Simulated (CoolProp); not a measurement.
A simple Rankine cycle with R245ca: condensing at 316.15 K, boiler at 1.68 MPa, turbine inlet 405.7 K, turbine efficiency 0.85, pump efficiency 0.7, no recuperator. Each further row changes one setting.

Model: reference Helmholtz-energy equation of state, Zhou 2016, in CoolProp.

| case | thermal efficiency (%) | net work (kJ/kg) | heat in (kJ/kg) | turbine exit temperature (K) | volume ratio over the turbine |
|---|---|---|---|---|---|
| as stated | 13.5 | 35.6 | 263 | 349.5 | 9.87 |
| turbine inlet 425.7 K | 13.5 | 38.9 | 289 | 372.1 | 9.36 |
| condensing temperature 308.15 K | 14.7 | 40.3 | (withheld) | 344.0 | 12.9 |
| boiler pressure 1.18 MPa | 11.8 | 32.1 | (withheld) | 362.5 | 6.38 |
| turbine efficiency 0.75 | 11.9 | 31.2 | 263 | (withheld) | (withheld) |

### Question
Complete the blanks.

### Answer

- condensing temperature 308.15 K, heat in (kJ/kg): 274
- boiler pressure 1.18 MPa, heat in (kJ/kg): 273
- turbine efficiency 0.75, turbine exit temperature (K): 353.8
- turbine efficiency 0.75, volume ratio over the turbine: 10.0
